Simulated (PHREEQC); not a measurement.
HCl is added in steps, without added water, to 1 kg of water holding 0.023 mol NH3 and 5.2e-05 mol K2SiO3, at 78 °C. O2 is buffered at 0.21 atm. The system is closed to CO2. The run lets SiO2(a), Sylvite precipitate or redissolve, and no other solid.

Base run: PHREEQC, ion-association model, phreeqc.dat. Each further column changes one thing. The table gives H3SiO4- (mol/kgw).

```
HCl added (mol)      base  Debye-Hückel limiting law  database wateq4f.dat  metal-ligand complexes left out  all activity coefficients set to 1
---------------  --------  -------------------------  --------------------  -------------------------------  ----------------------------------
0                 3.23e-5                    3.23e-5               3.26e-5                          3.23e-5                                 ___
0.0037            1.06e-5                    1.06e-5               1.06e-5                          1.06e-5                             9.98e-6
0.0074            5.19e-6                        ___               5.17e-6                          5.19e-6                             4.73e-6
0.0111            2.90e-6                    2.94e-6               2.88e-6                          2.90e-6                             2.58e-6
0.0148            1.60e-6                    1.63e-6               1.58e-6                          1.60e-6                             1.40e-6
0.0185            7.43e-7                        ___               7.33e-7                          7.43e-7                                 ___
0.0222            1.26e-7                    1.30e-7               1.24e-7                          1.26e-7                             1.07e-7
0.0259           1.45e-11                   1.60e-11              1.45e-11                         1.45e-11                                 ___
0.0296           6.33e-12                   7.09e-12              6.33e-12                         6.33e-12                            4.52e-12
0.0333           4.10e-12                   4.64e-12              4.10e-12                         4.10e-12                            2.88e-12
0.037            3.05e-12                   3.50e-12              3.05e-12                         3.05e-12                            2.11e-12
```

Problem. Some entries are withheld; supply them.

Solution. 
- 0, all activity coefficients set to 1: 3.21e-5
- 0.0074, Debye-Hückel limiting law: 5.24e-6
- 0.0185, Debye-Hückel limiting law: 7.61e-7
- 0.0185, all activity coefficients set to 1: 6.38e-7
- 0.0259, all activity coefficients set to 1: 1.05e-11

Away from 25 °C the constants follow the database's enthalpies or fits; those with neither stay at their 25 °C values. phreeqc.dat and wateq4f.dat share most of their constants, so their agreement is no independent check. Solids allowed in the column 'database wateq4f.dat': SiO2(a).
